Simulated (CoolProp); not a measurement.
Saturation properties of dimethyl carbonate (Tc = 283.9 °C, pc = 4.909 MPa, ω = 0.346).

Computed with CoolProp (reference Helmholtz-energy equation of state, Zhou 2011).

```tsv
T (°C)	p (MPa)	liquid density (kg/m³)	enthalpy of vaporisation (kJ/kg)	liquid cp (kJ/(kg K))	vapour Z	surface tension (mN/m)
109.25	0.1799	946.2	362.0	2.009	0.9559	16.4
117.95	0.2285	933.2	355.5	2.033	0.9475	15.3
126.75	0.2874	919.8	348.8	2.059	0.9380	14.2
135.55	0.3575	906.1	341.8	2.086	0.9274	13.1
144.35	0.4400	892.1	334.6	2.114	0.9157	12.0
153.05	0.5352	877.9	327.3	2.144	0.9029	11.0
161.85	0.6467	863.2	319.5	2.175	0.8887	9.99
170.65	0.7750	848.0	311.3	2.209	0.8731	9.01
179.35	0.9200	832.6	302.8	2.245	0.8562	8.06
188.15	1.087	816.3	293.8	2.285	0.8375	7.13
```

It boils at 90.1 °C under 1 atm.

Surface tension comes from a separate correlation (Mulero 2014).
